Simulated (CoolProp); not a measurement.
Normal hydrogen at 293.15 K and 0.707 MPa flows at 0.058 m/s in a round tube of 6 mm bore and 1.5 µm roughness, fully developed (64/Re and Nu = 3.66 if laminar; Colebrook and Gnielinski if turbulent). Each further row changes one setting.

Values from CoolProp's reference Helmholtz-energy equation of state, Leachman 2009.

```tsv
case	Reynolds number	Darcy friction factor	pressure drop (Pa/m)	heat-transfer coefficient (W/(m² K))	mass flow (kg/h)
as stated	___	___	0.454	112	___
velocity 0.116 m/s	46.1	1.39	___	112	___
diameter 12 mm	46.1	1.39	___	56.2	0.0138
```

Fill in the missing entries.


- as stated, Reynolds number: 23.0
- as stated, Darcy friction factor: 2.78
- as stated, mass flow (kg/h): 0.00344
- velocity 0.116 m/s, pressure drop (Pa/m): 0.907
- velocity 0.116 m/s, mass flow (kg/h): 0.00688
- diameter 12 mm, pressure drop (Pa/m): 0.113

Viscosity comes from a separate model (Muzny 2013). Thermal conductivity comes from a separate model (Assael 2011).
